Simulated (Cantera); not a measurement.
A closed system holds: 1 mol Al, 0.063 mol HI, a varied amount of O₂, at 925 K and 5.90 bar.

Equilibrium computed with Cantera from the NASA thermochemical tables; the gas is ideal and each condensed phase is pure. Candidate condensed phases: Al, AlI₃, Al₂O₃, H₂O, I₂; 25 gas species. Kinetics and transport are ignored.

Question: Which condensed phases are stable at each of these points (n(O₂) (mol)): 0.029, 0.048, 0.08, 0.13, 0.22, 0.37, 0.63, 1, 1.8, 2.9?

Answer: 
```json
[
 {"n(O₂) (mol)": "0.029", "condensed phases": "Al(s) + Al₂O₃(s)", "Al condensed (%)": "97.9"},
 {"n(O₂) (mol)": "0.048", "condensed phases": "Al(s) + Al₂O₃(s)", "Al condensed (%)": "97.9"},
 {"n(O₂) (mol)": "0.08", "condensed phases": "Al(s) + Al₂O₃(s)", "Al condensed (%)": "97.9"},
 {"n(O₂) (mol)": "0.13", "condensed phases": "Al(s) + Al₂O₃(s)", "Al condensed (%)": "97.9"},
 {"n(O₂) (mol)": "0.22", "condensed phases": "Al(s) + Al₂O₃(s)", "Al condensed (%)": "97.9"},
 {"n(O₂) (mol)": "0.37", "condensed phases": "Al(s) + Al₂O₃(s)", "Al condensed (%)": "97.9"},
 {"n(O₂) (mol)": "0.63", "condensed phases": "Al(s) + Al₂O₃(s)", "Al condensed (%)": "97.9"},
 {"n(O₂) (mol)": "1", "condensed phases": "Al₂O₃(s)", "Al condensed (%)": "100.0"},
 {"n(O₂) (mol)": "1.8", "condensed phases": "Al₂O₃(s)", "Al condensed (%)": "100.0"},
 {"n(O₂) (mol)": "2.9", "condensed phases": "Al₂O₃(s)", "Al condensed (%)": "100.0"}
]
```

From 0.029 mol O₂ to 0.63 mol O₂ the condensed part is Al(s) + Al₂O₃(s). From 1 mol O₂ to 2.9 mol O₂ the condensed part is Al₂O₃(s).
